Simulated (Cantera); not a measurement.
Cantera run, input and output.

```python
import numpy as np
import cantera as ct

gas = ct.Solution("h2o2.yaml")
gas.TPX = 500, 47000, {'H2': 1, 'O2': 0.5, 'N2': 1.88}
inlet = ct.Reservoir(gas, clone=True)
gas.equilibrate("HP")  # start burning
reactor = ct.IdealGasConstPressureReactor(gas, energy="on", clone=False)
exhaust = ct.Reservoir(gas, clone=True)
tau = [0.26, 0.11, 0.051, 0.023, 0.01, 0.0046, 0.002, 0.00092, 0.00041, 0.00018, 8.2e-05, 3.7e-05, 1.6e-05][0]
for a, b in ((inlet, reactor), (reactor, exhaust)):
    ct.MassFlowController(a, b, mdot=lambda t: reactor.mass / tau)
net = ct.ReactorNet([reactor])
show = ['H2', 'O2', 'H2O', 'O', 'HO2', 'H', 'OH']

rows = []
print(f"{'tau/s':>10s}{'T/K':>9s}" + "".join(f"{s:>11s}" for s in show))
for tau in [0.26, 0.11, 0.051, 0.023, 0.01, 0.0046, 0.002, 0.00092, 0.00041, 0.00018, 8.2e-05, 3.7e-05, 1.6e-05]:
    net.initial_time = 0.0
    net.advance(30 * tau)
    before = gas.X
    net.advance(40 * tau)
    drift = np.max(np.abs(gas.X - before) / (gas.X + 1e-9))
    rows.append([gas.T, *gas[show].X, drift])
    print(f"{tau:10.3e}{gas.T:9.1f}" + "".join(f"{x:11.3e}" for x in gas[show].X))
```

Output:

```
     tau/s      T/K         H2         O2        H2O          O        HO2          H         OH
 2.600e-01   2447.0  2.320e-02  8.930e-03  3.090e-01  1.622e-03  1.711e-06  4.680e-03  1.212e-02
 1.100e-01   2440.4  2.373e-02  9.159e-03  3.081e-01  1.701e-03  1.735e-06  4.925e-03  1.233e-02
 5.100e-02   2427.5  2.472e-02  9.598e-03  3.063e-01  1.859e-03  1.782e-06  5.414e-03  1.274e-02
 2.300e-02   2400.4  2.672e-02  1.050e-02  3.026e-01  2.208e-03  1.880e-06  6.504e-03  1.353e-02
 1.000e-02   2346.3  3.040e-02  1.223e-02  2.955e-01  2.963e-03  2.100e-06  8.924e-03  1.488e-02
 4.600e-03   2264.0  3.525e-02  1.471e-02  2.855e-01  4.224e-03  2.549e-06  1.317e-02  1.637e-02
 2.000e-03   2142.2  4.098e-02  1.814e-02  2.722e-01  6.236e-03  3.519e-06  2.055e-02  1.748e-02
 9.200e-04   2003.9  4.575e-02  2.182e-02  2.588e-01  8.555e-03  5.031e-06  3.032e-02  1.743e-02
 4.100e-04   1842.2  4.946e-02  2.603e-02  2.450e-01  1.103e-02  7.329e-06  4.328e-02  1.600e-02
 1.800e-04   1666.9  5.242e-02  3.099e-02  2.312e-01  1.299e-02  1.072e-05  5.843e-02  1.330e-02
 8.200e-05   1493.9  5.830e-02  3.791e-02  2.159e-01  1.344e-02  1.601e-05  7.195e-02  9.983e-03
 3.700e-05   1289.9  8.975e-02  5.630e-02  1.816e-01  1.028e-02  2.928e-05  7.231e-02  5.955e-03
 1.600e-05    500.0  2.959e-01  1.479e-01 -1.466e-15 -5.184e-19 -4.425e-17 -2.189e-20 -8.918e-21
```

Detailed kinetics in Cantera: the H2/O2 subset of GRI-Mech 3.0, which has no nitrogen chemistry.
